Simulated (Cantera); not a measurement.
Feed: 1 mol CH3F, 0.42 mol CH4, 19 mol H2, at 2598.15 K and 77000 Pa.

Equilibrium computed with Cantera from the NASA thermochemical tables; the gas is ideal and each condensed phase is pure. Candidate condensed phases: C, C6H6, C7H8, C8H18; 95 gas species. Equilibrium is a limit: real reactors are often held back by kinetics, nucleation or transport.

Base state: H2 0.899, HF 0.0448, H 0.0412, C2H2 (acetylene) 0.0145, C4H2 9.66e-5, CH4 8.02e-5, CH3 6.46e-5, C2H 5.81e-5 (mole fractions); condensed: C(graphite).

**Question.** What changes in the equilibrium state with this change: pressure from 77000 Pa to 1000 Pa?

**Answer.** 
| species | before | after |
|---|---|---|
| H2 | 0.899 | 0.644 |
| H | 0.0412 | 0.306 |
| HF | 0.0448 | 0.0387 |
| C2H2 (acetylene) | 0.0145 | 0.0104 |
| CH4 | 8.02e-5 | 5.35e-7 |
| C2 | 2.63e-7 | 2.02e-5 |
| C3 | 2.80e-6 | 0.000216 |
| C | 7.91e-7 | 6.09e-5 |
| CH3 | 6.46e-5 | 4.46e-6 |
| C(graphite), mol | 0.758 | 0.835 |

**Question.** What changes in the equilibrium state with this change: pressure from 77000 Pa to 180 Pa?

**Answer.** 
| species | before | after |
|---|---|---|
| H | 0.0412 | 0.564 |
| H2 | 0.899 | 0.394 |
| HF | 0.0448 | 0.0326 |
| C2H2 (acetylene) | 0.0145 | 0.00635 |
| CH4 | 8.02e-5 | 3.61e-8 |
| C2 | 2.63e-7 | 0.000112 |
| C | 7.91e-7 | 0.000339 |
| C3 | 2.80e-6 | 0.00120 |
| CH3 | 6.46e-5 | 9.07e-7 |
| C(graphite), mol | 0.758 | 0.850 |
